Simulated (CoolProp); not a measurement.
Vapour-liquid equilibrium of ethane (1) + C2F6 (R116) (2) at -90.75 °C; x and y are mole fractions of (1).

The numbers come from the multi-fluid Helmholtz-energy mixture model, Bücker 2006 and Lemmon 2006; pair parameters Bell 2016 in CoolProp.

```
x      bubble pressure (MPa)  y at the bubble point  dew pressure at overall composition x (MPa)  liquid density (mol/L)
-----  ---------------------  ---------------------  -------------------------------------------  ----------------------
0.05                 0.06286                  0.260                                      0.05079                   12.20
0.125                0.08142                  0.465                                      0.05455                   12.49
0.2                  0.09540                  0.570                                      0.05890                   12.79
0.275                 0.1047                  0.629                                      0.06396                   13.10
0.35                  0.1102                  0.663                                      0.06994                   13.45
0.425                 0.1130                  0.680                                      0.07708                   13.82
0.5                   0.1140                  0.689                                      0.08568                   14.22
0.575                 0.1143                  0.692                                      0.09609                   14.67
0.65                  0.1143                  0.692                                       0.1082                   15.16
0.725                 0.1143                  0.695                                       0.1127                   15.69
0.8                   0.1138                  0.707                                       0.1065                   16.29
0.875                 0.1113                  0.743                                      0.09993                   16.94
0.95                  0.1029                  0.840                                      0.09379                   17.66
```

y crosses x between x = 0.65 and 0.725: the model has an azeotrope there.

Pair parameters are fitted to limited data, so mixtures are less certain than the pure fluids. With so large a gap from Raoult's law the liquid may split in two, which this calculation doesn't test in full.
